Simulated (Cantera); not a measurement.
Thermodynamics of aluminium and copper etching, feed Al + Cl2 + N2

Input: 1 mol Al, 0.94 mol Cl2, 0.94 mol N2, at 1000 Pa.

Method: chemical equilibrium by Gibbs-energy minimisation in Cantera with the NASA 1993 tables (ideal gas, pure condensed phases). Candidate condensed phases: Al, AlCl3, AlN; 11 gas species. The tables' values for AlCl2 are old estimates; treat these amounts as uncertain. Kinetics and transport are ignored.

| T (K) | log p N2 | log p AlCl3 | log p AlCl2 | log p Al2Cl6 | log p AlCl | log p Cl | log p Al | n AlN(s) |
|---|---|---|---|---|---|---|---|---|
| 773 | -2.26 | -2.36 | -10.34 | -3.93 | <-14 | -13.45 | <-14 | 0.373 |
| 823 | -2.26 | -2.35 | -9.46 | -4.39 | -13.61 | -12.57 | <-14 | 0.373 |
| 873 | -2.26 | -2.35 | -8.68 | -4.81 | -12.33 | -11.80 | <-14 | 0.373 |
| 923 | -2.26 | -2.34 | -8.00 | -5.19 | -11.20 | -11.11 | <-14 | 0.373 |
| 973 | -2.26 | -2.34 | -7.38 | -5.52 | -10.18 | -10.48 | <-14 | 0.373 |
| 1023 | -2.26 | -2.34 | -6.83 | -5.82 | -9.26 | -9.92 | <-14 | 0.373 |
| 1073 | -2.26 | -2.34 | -6.33 | -6.10 | -8.43 | -9.41 | <-14 | 0.373 |
| 1123 | -2.26 | -2.34 | -5.87 | -6.34 | -7.67 | -8.95 | <-14 | 0.373 |
| 1173 | -2.26 | -2.34 | -5.45 | -6.56 | -6.98 | -8.52 | <-14 | 0.373 |
| 1223 | -2.26 | -2.34 | -5.07 | -6.77 | -6.35 | -8.13 | <-14 | 0.373 |
| 1273 | -2.26 | -2.34 | -4.72 | -6.96 | -5.77 | -7.77 | -13.04 | 0.372 |
| 1323 | -2.26 | -2.35 | -4.40 | -7.13 | -5.23 | -7.44 | -12.05 | 0.371 |
| 1373 | -2.26 | -2.35 | -4.10 | -7.30 | -4.74 | -7.13 | -11.13 | 0.368 |
| 1423 | -2.27 | -2.36 | -3.83 | -7.46 | -4.28 | -6.84 | -10.28 | 0.362 |
log p: log10 of the partial pressure in bar; n: condensed amount in mol.

From 773 K to 1423 K the condensed part is AlN(s). The main Al-bearing gas is AlCl3 throughout.
